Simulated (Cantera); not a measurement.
What does this Cantera script print?

```python
import numpy as np
import cantera as ct

gas = ct.Solution("gri30.yaml")
gas.TPX = 1450, 1000000, {'CH3OH': 1, 'O2': 2.94, 'N2': 11.1}
reactor = ct.IdealGasReactor(gas, energy="on", clone=False)
net = ct.ReactorNet([reactor])
net.rtol, net.atol = 1e-08, 1e-16
show = ['CH3OH', 'O2', 'H2O', 'CH2O', 'HCN', 'N2O', 'NO']
times = np.geomspace(2e-06, 5, 11)

steps = ct.SolutionArray(gas, extra=["t"])
rows = []
print(f"{'t/s':>10s}{'T/K':>9s}{'P/Pa':>11s}" + "".join(f"{s:>11s}" for s in show))
for t in times:
    while net.time < t:
        t_next = net.step()
        steps.append(gas.state, t=t_next)
    rows.append([np.interp(t, steps.t, y) for y in (steps.T, steps.P, *steps(*show).X.T)])
    print(f"{t:10.3e}{rows[-1][0]:9.1f}{rows[-1][1]:11.4g}" + "".join(f"{x:11.3e}" for x in rows[-1][2:]))
rate = np.gradient(steps.T, steps.t)
print("integrator steps:", len(steps.t))
if steps.T.max() > steps.T[0] + 200:
    print(f"time of steepest temperature rise: {steps.t[rate.argmax()]:.4e} s")
gas.TPX = 1450, 1000000, {'CH3OH': 1, 'O2': 2.94, 'N2': 11.1}
gas.equilibrate("UV")
print(f"equilibrium (UV): T = {gas.T:.1f} K  " + "  ".join(f"{s} {gas[s].X[0]:.3e}" for s in show))
```

Output:

```
       t/s      T/K       P/Pa      CH3OH         O2        H2O       CH2O        HCN        N2O         NO
 2.000e-06   1450.0      1e+06  6.646e-02  1.955e-01  1.242e-05  1.857e-05  1.127e-15  3.022e-11  2.039e-15
 8.726e-06   1450.1      1e+06  6.634e-02  1.954e-01  6.853e-05  1.161e-04  6.584e-15  6.425e-10  1.239e-14
 3.807e-05   1459.0  1.009e+06  6.282e-02  1.933e-01  2.330e-03  3.091e-03  1.704e-13  1.576e-08  6.701e-13
 1.661e-04   2705.4  1.942e+06  3.615e-17  8.935e-02  1.206e-01  4.883e-11  3.427e-11  4.093e-06  3.328e-03
 7.248e-04   2685.8  1.927e+06  3.164e-17  8.460e-02  1.211e-01  4.382e-11  4.853e-11  4.110e-06  1.314e-02
 3.162e-03   2675.8  1.919e+06  2.953e-17  8.220e-02  1.213e-01  4.145e-11  5.276e-11  4.180e-06  1.811e-02
 1.380e-02   2675.7  1.919e+06  2.951e-17  8.217e-02  1.213e-01  4.143e-11  5.279e-11  4.181e-06  1.815e-02
 6.020e-02   2675.7  1.919e+06  2.951e-17  8.217e-02  1.213e-01  4.143e-11  5.279e-11  4.181e-06  1.815e-02
 2.627e-01   2675.7  1.919e+06  2.951e-17  8.217e-02  1.213e-01  4.143e-11  5.279e-11  4.181e-06  1.815e-02
 1.146e+00   2675.7  1.919e+06  2.951e-17  8.217e-02  1.213e-01  4.143e-11  5.279e-11  4.181e-06  1.815e-02
 5.000e+00   2675.7  1.919e+06  2.951e-17  8.217e-02  1.213e-01  4.143e-11  5.279e-11  4.181e-06  1.815e-02
integrator steps: 1842
time of steepest temperature rise: 5.8875e-05 s
equilibrium (UV): T = 2675.7 K  CH3OH 3.087e-17  O2 8.217e-02  H2O 1.213e-01  CH2O 4.143e-11  HCN 5.279e-11  N2O 4.181e-06  NO 1.815e-02
```

Cantera simulation using GRI-Mech 3.0 (53 species, 325 reactions); the numbers are that mechanism's predictions, not measurements. GRI-Mech 3.0 was tuned for natural gas; its chemistry of methanol as a main component is partial and can be far from experiment.
